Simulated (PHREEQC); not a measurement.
# Hard or scaling water: speciation

Consider water at 20 °C with 0.39 mmol/kgw Ca(HCO3)2, 0.18 mmol/kgw NaF and 1.5 mmol/kgw MgSO4. Closed to the air; pH follows from the charge balance.

The numbers come from PHREEQC with the ion-association model, wateq4f.dat.

Precipitation was switched off in this run.

What pH does the model give?

pH 8.14.

In which forms is Ca present?

Ca+2 88 %, CaSO4 11 %, CaHCO3+ 0.6 % of the Ca.

Complexes and solids missing from the database can't appear.
